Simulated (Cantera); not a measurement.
A closed system holds: 1 mol Si₃N₄, 9.6 mol N₂, held at 7.50 Torr.

Equilibrium computed with Cantera from the NASA thermochemical tables; the gas is ideal and each condensed phase is pure. Candidate condensed phases: Si, Si₃N₄; 7 gas species. The tables' values for SiN are old estimates; treat these amounts as uncertain. Kinetics and transport are ignored.

x: gas mole fraction; n: condensed amount in mol.

```json
[
 {"T (K)": "1548", "x N₂": "1.00", "x Si": "1.65e-7", "x Si₂": "1.53e-11", "x SiN": "1.74e-8", "n Si₃N₄(s)": "1.000", "n Si(l)": "0"},
 {"T (K)": "1648", "x N₂": "1.000", "x Si": "4.24e-6", "x Si₂": "2.32e-9", "x SiN": "3.07e-7", "n Si₃N₄(s)": "1.000", "n Si(l)": "0"},
 {"T (K)": "1748", "x N₂": "1.000", "x Si": "7.46e-5", "x Si₂": "1.97e-7", "x SiN": "3.87e-6", "n Si₃N₄(s)": "1.000", "n Si(l)": "0"},
 {"T (K)": "1848", "x N₂": "0.999", "x Si": "0.000627", "x Si₂": "4.36e-6", "x SiN": "2.42e-5", "n Si₃N₄(s)": "0", "n Si(l)": "2.99"},
 {"T (K)": "1948", "x N₂": "0.997", "x Si": "(withheld)", "x Si₂": "(withheld)", "x SiN": "6.86e-5", "n Si₃N₄(s)": "0", "n Si(l)": "2.97"},
 {"T (K)": "2048", "x N₂": "0.992", "x Si": "(withheld)", "x Si₂": "(withheld)", "x SiN": "0.000175", "n Si₃N₄(s)": "0", "n Si(l)": "2.90"},
 {"T (K)": "2148", "x N₂": "0.977", "x Si": "0.0220", "x Si₂": "0.000317", "x SiN": "0.000407", "n Si₃N₄(s)": "0", "n Si(l)": "2.71"},
 {"T (K)": "2248", "x N₂": "0.939", "x Si": "0.0581", "x Si₂": "0.00102", "x SiN": "0.000867", "n Si₃N₄(s)": "0", "n Si(l)": "2.22"},
 {"T (K)": "2348", "x N₂": "0.852", "x Si": "0.141", "x Si₂": "0.00296", "x SiN": "0.00168", "n Si₃N₄(s)": "0", "n Si(l)": "0.909"},
 {"T (K)": "2448", "x N₂": "0.798", "x Si": "0.196", "x Si₂": "0.00296", "x SiN": "0.00191", "n Si₃N₄(s)": "0", "n Si(l)": "0"},
 {"T (K)": "2548", "x N₂": "0.796", "x Si": "0.200", "x Si₂": "0.00170", "x SiN": "0.00167", "n Si₃N₄(s)": "0", "n Si(l)": "0"}
]
```

Complete the blanks.


- 2048, x Si: 0.00756
- 2048, x Si₂: 8.77e-5
- 1948, x Si: 0.00232
- 1948, x Si₂: 2.12e-5
